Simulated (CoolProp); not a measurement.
Model: reference Helmholtz-energy equation of state, Polt 1992, in CoolProp. This equation is an older, rougher fit.

For propyne, give the phase and the cv (kJ/(kg K)), speed of sound (m/s) at 471.4 K and 2.48 bar; 409 K and 21.8 bar; 398.7 K and 14.7 bar.


- 471.4 K and 2.48 bar: gas; cv 1.79, speed of sound 328
- 409 K and 21.8 bar: gas; cv 1.73, speed of sound 276
- 398.7 K and 14.7 bar: gas; cv 1.67, speed of sound 282
